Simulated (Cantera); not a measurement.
A closed system holds: 1 mol SiCl₄, 0.89 mol HCl, 0.49 mol H₂, at 1073 K and 4050 Torr.

Equilibrium computed with Cantera from the NASA thermochemical tables; the gas is ideal and each condensed phase is pure. Candidate condensed phases: Si; 19 gas species. The tables' values for SiCl₃ are old estimates; treat these amounts as uncertain. Rates play no part.

Base state: SiCl₄ 0.417, HCl 0.377, H₂ 0.203, SiHCl₃ 0.00276, SiCl₃ 0.000110 (mole fractions); condensed: gas only.

Task: What changes in the equilibrium state with this change: SiCl₄ replaced by Si?

Result: 
```tsv
species	before	after
H₂	0.203	0.767
SiCl₄	0.417	0.122
SiHCl₃	0.00276	0.0881
HCl	0.377	0.0130
SiH₃Cl	<1e-9	0.000165
SiH₂Cl₂	2.12e-6	0.00745
Si(s), mol	0	0.751
```

Task: What changes in the equilibrium state with this change: temperature from 1073 K to 1450 K?

Result: 
| species | before | after |
|---|---|---|
| HCl | 0.377 | 0.403 |
| SiCl₄ | 0.417 | 0.386 |
| H₂ | 0.203 | 0.180 |
| SiCl₃ | 0.000110 | 0.0138 |
| SiHCl₃ | 0.00276 | 0.0149 |
| SiCl₂ | 4.61e-7 | 0.00180 |
| SiH₂Cl₂ | 2.12e-6 | 8.89e-5 |
